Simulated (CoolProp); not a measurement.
Propylene glycol along the isotherm 538.2 K: Z from the reference equation and from simpler models built on Tc = 674.0 K, pc = 7.292 MPa, ω = 0.327; each cubic takes its own stable root.

Values from CoolProp's reference Helmholtz-energy equation of state, Eisenbach 2021.

```json
[
 {"p (MPa)": "1.22", "phase": "liquid", "reference": "0.02578"},
 {"p (MPa)": "2.43", "phase": "liquid", "reference": "0.05119"},
 {"p (MPa)": "3.65", "phase": "liquid", "reference": "0.07667"},
 {"p (MPa)": "4.86", "phase": "liquid", "reference": "0.1018"},
 {"p (MPa)": "6.08", "phase": "liquid", "reference": "0.1270"},
 {"p (MPa)": "7.29", "phase": "liquid", "reference": "0.1519"},
 {"p (MPa)": "8.51", "phase": "liquid", "reference": "0.1768"},
 {"p (MPa)": "9.72", "phase": "liquid", "reference": "0.2015"},
 {"p (MPa)": "10.9", "phase": "liquid", "reference": "0.2254"}
]
```

Q: How far does each simpler model (van der Waals, Redlich-Kwong, Soave-Redlich-Kwong, Peng-Robinson) lie from the reference over these 9 states: mean and median of the absolute difference, and the worst?

A: 
- van der Waals: mean 582.0 %, median 53.5 %, worst +3421.3 % at 538.2 K and 1.22 MPa
- Redlich-Kwong: mean 377.1 %, median 9.4 %, worst +3319.3 % at 538.2 K and 1.22 MPa
- Soave-Redlich-Kwong: mean 365.7 %, median 3.6 %, worst +3263.1 % at 538.2 K and 1.22 MPa
- Peng-Robinson: mean 8.4 %, median 8.4 %, worst -9.0 % at 538.2 K and 10.9 MPa

At some of these states van der Waals, Redlich-Kwong, Soave-Redlich-Kwong gives the other phase, because its saturation line lies elsewhere.
